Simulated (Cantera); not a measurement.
Input: 1 mol AlCl₃, 0.21 mol NH₃, 80 mol N₂, 11 mol H₂O, held at 848 K and 0.0100 bar.

Method: chemical equilibrium by Gibbs-energy minimisation in Cantera with the NASA 1993 tables (ideal gas, pure condensed phases). Candidate condensed phases: Al, AlCl₃, AlN, Al₂O₃, H₂O, NH₄Cl; 45 gas species. Condensed phases not in the tables: AlOCl. Kinetics and transport are ignored.

Base state: N₂ 0.862, H₂O 0.102, HCl 0.0323, H₂ 0.00339 (mole fractions); condensed: Al₂O₃(s).

### Question
What changes in the equilibrium state with this change: H₂O from 11 to 0.92 mol?

### Answer
```json
[
 {"species": "N₂", "before": "0.862", "after": "0.969"},
 {"species": "HCl", "before": "0.0323", "after": "0.0223"},
 {"species": "AlCl₃", "before": "<1e-9", "after": "0.00468"},
 {"species": "H₂O", "before": "0.102", "after": "<1e-9"},
 {"species": "H₂", "before": "0.00339", "after": "0.00381"},
 {"species": "Al₂O₃(s), mol", "before": "0.500", "after": "0.307"}
]
```
